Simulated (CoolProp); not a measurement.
Computed with CoolProp (reference Helmholtz-energy equation of state, Gao 2020).

Question: For ammonia, give the phase and the speed of sound (m/s), Prandtl number at 438.3 K and 30600 kPa.

Answer: 
- 438.3 K and 30600 kPa: supercritical; speed of sound 675, Prandtl number 1.35

Viscosity comes from a separate model (Fenghour 1995). Thermal conductivity comes from a separate model (Tufeu 1984).
